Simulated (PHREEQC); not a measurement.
Consider water at 61 °C with 0.0014 mol NaBr, 0.00039 mol MgSO4 and 0.0014 mol KBr per kg of water. Closed to the air; pH follows from the charge balance.

Computed with PHREEQC (ion-association model, wateq4f.dat).

No solid was allowed to form.

**Question.** Order these S species by the share of S that they hold, largest first: NaSO4-, SO4-2, MgSO4, KSO4-.

**Answer.** SO4-2 (89 %), MgSO4 (9.4 %), KSO4- (1.1 %), NaSO4- (0.57 %)

The ionic strength is 0.00420 mol/kgw. Complexes and solids missing from the database can't appear. At this temperature some constants are extrapolated from 25 °C, and those without enthalpy data are left unchanged.
